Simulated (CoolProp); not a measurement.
Vapour-liquid equilibrium of R125 (1) + n-butane (2) at -24.45 °C; x and y are mole fractions of (1).

Model: multi-fluid Helmholtz-energy mixture model, Lemmon 2005 and Bücker 2006; pair parameters Bell 2016, in CoolProp.

```tsv
x	bubble pressure (MPa)	y at the bubble point	dew pressure at overall composition x (MPa)	liquid density (mol/L)
0.05	0.09850	0.633	0.03878	10.80
0.2	0.2041	0.835	?	10.89
0.35	0.2417	0.868	0.05644	10.98
0.5	0.2537	0.879	0.07297	11.09
0.65	0.2605	?	0.1030	?
0.8	0.2701	0.906	0.1730	11.45
0.95	0.2821	0.963	0.2805	?
```

**Question.** Some entries are withheld; supply them.

**Answer.** 
- 0.2, dew pressure at overall composition x (MPa): 0.04598
- 0.65, y at the bubble point: 0.887
- 0.65, liquid density (mol/L): 11.24
- 0.95, liquid density (mol/L): 11.74

No azeotrope shows between x = 0.05 and 0.95.

The pair parameters rest on a limited set of measurements; away from them the model extrapolates. With so large a gap from Raoult's law the liquid may split in two, which this calculation doesn't test in full.
